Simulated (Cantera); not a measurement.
An adiabatic, constant-pressure homogeneous reactor starts with CO : H2 : O2 : N2 = 1 : 0.49 : 0.677 : 2.55 (molar parts), at 1298 K and 760000 Pa.

Computed with Cantera and GRI-Mech 3.0 (53 species, 325 reactions). The hydrogen kinetics of GRI-Mech 3.0 are dated; newer H2 mechanisms differ, most at raised pressure.

Question: Predict: time of steepest temperature rise; temperature at 9.00 s; equilibrium temperature; x(CO) at 9.00 s; x(H2) at 9.00 s; x(O2) at 9.00 s; x(NO) at 9.00 s; x(HO2) at 9.00 s.

Answer: 
| Item | Value |
|---|---|
| time of steepest temperature rise | 7.32 µs |
| temperature at 9.00 s | 2880 K |
| equilibrium temperature | 2880 K |
| x(CO) at 9.00 s | 0.0841 (gas-phase equilibrium 0.0841) |
| x(H2) at 9.00 s | 0.00768 (gas-phase equilibrium 0.00768) |
| x(O2) at 9.00 s | 0.0197 (gas-phase equilibrium 0.0197) |
| x(NO) at 9.00 s | 0.0110 (gas-phase equilibrium 0.0110) |
| x(HO2) at 9.00 s | 9.53e-6 (gas-phase equilibrium 9.53e-6) |
